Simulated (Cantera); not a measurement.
A perfectly stirred reactor is fed with 26.2 % CO, 1.05 % H₂, 15.3 % O₂, 57.5 % N₂, equivalence ratio 0.89, at 101000 Pa; it is adiabatic with a 373 K inlet, and is followed from long to short residence time, starting on the burning branch (τ in s: 0.12, 0.044, 0.017, 0.0062, 0.0023, 0.00087, 0.00033, 0.00012, 4.6e-05, 1.7e-05, 6.4e-06).

Model: GRI-Mech 3.0 (53 species, 325 reactions), integrated in Cantera.

Question: Predict: blow-out, bracketed by the residence times tried; x(CO) at τ = 0.120 s; x(H₂) at τ = 0.120 s; x(O₂) at τ = 0.120 s; x(O) at τ = 0.120 s; x(NO) at τ = 0.120 s; x(CO) at τ = 0.870 ms; x(H₂) at τ = 0.870 ms; x(O₂) at τ = 0.870 ms; x(O) at τ = 0.870 ms; x(NO) at τ = 0.870 ms.

Answer: 
- blow-out, bracketed by the residence times tried = burning at 0.330 ms, out at 0.120 ms
- x(CO) at τ = 0.120 s = 0.0322
- x(H₂) at τ = 0.120 s = 0.000225
- x(O₂) at τ = 0.120 s = 0.0319
- x(O) at τ = 0.120 s = 0.00162
- x(NO) at τ = 0.120 s = 0.00413
- x(CO) at τ = 0.870 ms = 0.0985
- x(H₂) at τ = 0.870 ms = 0.000783
- x(O₂) at τ = 0.870 ms = 0.0609
- x(O) at τ = 0.870 ms = 0.0152
- x(NO) at τ = 0.870 ms = 9.28e-5
